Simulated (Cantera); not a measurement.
Source: NASA polynomial tables (part measured, part estimated), evaluated in Cantera. Values are per mole of reaction as written; species without (g) are pure solids or liquids, kept so even where they would boil at 1 bar.

CaF₂ + O(g) ⇌ F₂(g) + CaO, with ΔH° = 341.6 kJ and ΔS° = 11.3 J/K at 300 K.

**Question.** How far is the shortcut ΔG° ≈ ΔH°(300 K) − T·ΔS°(300 K) from the full temperature-dependent value at 1473, 1573, 1673, 1773, 1873, 1973, 2073 K?

**Answer.** 
| T (K) | shortcut (kJ) | full (kJ) | difference (kJ) | difference in log10 K | condensed phases |
|---|---|---|---|---|---|
| 1473 | 325.0 | 344.4 | -19.4 | 0.69 | CaF₂(s), CaO(s) |
| 1573 | 323.8 | 346.7 | -22.9 | 0.76 | CaF₂(s), CaO(s) |
| 1673 | 322.7 | 349.4 | -26.7 | 0.83 | CaF₂(s), CaO(s) |
| 1773 | 321.6 | 353.7 | -32.1 | 0.95 | CaF₂(l), CaO(s) |
| 1873 | 320.4 | 358.5 | -38.1 | 1.06 | CaF₂(l), CaO(s) |
| 1973 | 319.3 | 363.4 | -44.1 | 1.17 | CaF₂(l), CaO(s) |
| 2073 | 318.2 | 368.5 | -50.3 | 1.27 | CaF₂(l), CaO(s) |
The shortcut ignores heat capacities and the phase changes listed.
